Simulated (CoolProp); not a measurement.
Vapour-liquid equilibrium of R134a (1) + R124 (2) at 0.471 MPa; x and y are mole fractions of (1).

The numbers come from the multi-fluid Helmholtz-energy mixture model, Tillner-Roth 1994 and de Vries 1995; pair parameters Bell 2016 in CoolProp.

Give the bubble temperature and the first vapour's composition at x = 0.05, 0.55, 0.85. Is there an azeotrope?

x = 0.05: 303.5 K, y = 0.085; x = 0.55: 292.7 K, y = 0.663; x = 0.85: 288.6 K, y = 0.893. No azeotrope shows between x = 0.05 and 0.95.

The pair parameters rest on a limited set of measurements; away from them the model extrapolates.
